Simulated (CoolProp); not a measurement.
A single-stage vapour-compression cycle with fluoroethane (R161): evaporating at 299.15 K (dew point), condensing at 347.15 K (bubble point), superheat 8 K, subcooling 2 K, compressor efficiency 0.85, no pressure losses. Each further row changes one setting.

Computed with CoolProp (reference Helmholtz-energy equation of state, Wu 2012).

```csv
case,cooling COP,pressure ratio,discharge temperature (K),refrigerating effect (kJ/kg),volumetric capacity (kJ/m³)
as stated,3.85,3.06,373.5,235,4950
evaporating temperature 304.15 K,4.46,2.68,371.3,238,5740
condensing temperature 342.15 K,4.49,2.76,367.0,249,5240
subcooling 7 K,4.08,3.06,373.5,250,5250
superheat 18 K,3.87,3.06,382.8,251,5000
compressor efficiency 0.75,3.40,3.06,377.4,235,4950
```
